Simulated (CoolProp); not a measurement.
A simple Rankine cycle with R21: condensing at 301.15 K, boiler at 2.6 MPa, turbine inlet 472 K, turbine efficiency 0.9, pump efficiency 0.6, no recuperator. Each further row changes one setting.

Values from CoolProp's reference Helmholtz-energy equation of state, Platzer 1990. This equation is an older, rougher fit; its heat capacities, sound speeds and derivatives of the liquid may be far off and weren't checked against measurements.

```tsv
case	thermal efficiency (%)	net work (kJ/kg)	heat in (kJ/kg)	turbine exit temperature (K)	volume ratio over the turbine
as stated	20.0	64.6	323	(withheld)	10.9
condensing temperature 293.15 K	21.4	(withheld)	331	335.1	14.0
boiler pressure 1.82 MPa	18.0	(withheld)	331	(withheld)	7.64
turbine efficiency 0.8	(withheld)	57.1	323	(withheld)	(withheld)
```

Task: Some entries are withheld; supply them.

Result: 
- as stated, turbine exit temperature (K): 346.0
- condensing temperature 293.15 K, net work (kJ/kg): 70.9
- boiler pressure 1.82 MPa, net work (kJ/kg): 59.6
- boiler pressure 1.82 MPa, turbine exit temperature (K): 366.1
- turbine efficiency 0.8, thermal efficiency (%): 17.7
- turbine efficiency 0.8, turbine exit temperature (K): 357.2
- turbine efficiency 0.8, volume ratio over the turbine: 11.3
